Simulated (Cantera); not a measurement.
Feed: 1 mol C3H8, 0.19 mol H2O, 0.55 mol NH3, held at 10.0 mbar.

These are equilibrium values from Cantera (NASA tables, ideal gas, pure condensed phases), not measurements of a reactor. Candidate condensed phases: C, C6H6, C7H8, C8H18, H2O; 169 gas species. Ions and electrons are included (thermal ionisation). The numbers say what is thermodynamically allowed, not how fast it happens.

x: gas mole fraction; n: condensed amount in mol.

| T (K) | x H2 | x H | x C | x N2 | x C3 | x CO | x N | x C2 | x HCN | x C2H2 (acetylene) | x CN | n C(graphite) |
|---|---|---|---|---|---|---|---|---|---|---|---|---|
| 2000 | 0.898 | 0.0154 | 3.04e-9 | 0.0482 | 2.77e-9 | 0.0344 | 1.98e-9 | 2.34e-10 | 0.00307 | 0.000690 | 1.24e-6 | 2.78 |
| 2500 | ? | ? | ? | ? | ? | ? | ? | ? | ? | ? | ? | 2.63 |
| 3000 | 0.190 | 0.689 | 0.00507 | 0.0207 | 0.0312 | 0.0211 | 2.01e-5 | 0.00317 | 0.0126 | 0.0118 | 0.00469 | 1.30 |
| 3500 | 0.0187 | 0.807 | 0.0694 | 0.0164 | 0.0372 | 0.0161 | 0.000284 | 0.0179 | 0.00170 | 0.000219 | 0.0114 | 0 |
| 4000 | ? | 0.763 | ? | 0.0155 | ? | 0.0146 | ? | ? | ? | ? | ? | 0 |
| 4500 | 0.000473 | 0.752 | 0.204 | 0.0136 | 3.34e-5 | 0.0142 | 0.0105 | 0.00144 | 8.59e-6 | 4.98e-9 | 0.00362 | 0 |
| 5000 | 0.000134 | 0.744 | 0.207 | 0.00646 | 9.61e-7 | 0.0134 | 0.0267 | 0.000286 | 6.78e-7 | 5.90e-11 | 0.00121 | 0 |

Task: Complete the blanks.

Result: 
- 4000, x H2: 0.00229
- 4000, x C: 0.182
- 4000, x C3: 0.00210
- 4000, x N: 0.00221
- 4000, x C2: 0.00884
- 4000, x HCN: 0.000125
- 4000, x C2H2 (acetylene): 1.05e-6
- 4000, x CN: 0.00872
- 2500, x H2: 0.699
- 2500, x H: 0.210
- 2500, x C: 1.66e-5
- 2500, x N2: 0.0383
- 2500, x C3: 4.97e-5
- 2500, x CO: 0.0310
- 2500, x N: 5.72e-7
- 2500, x C2: 4.58e-6
- 2500, x HCN: 0.0116
- 2500, x C2H2 (acetylene): 0.00757
- 2500, x CN: 0.000202
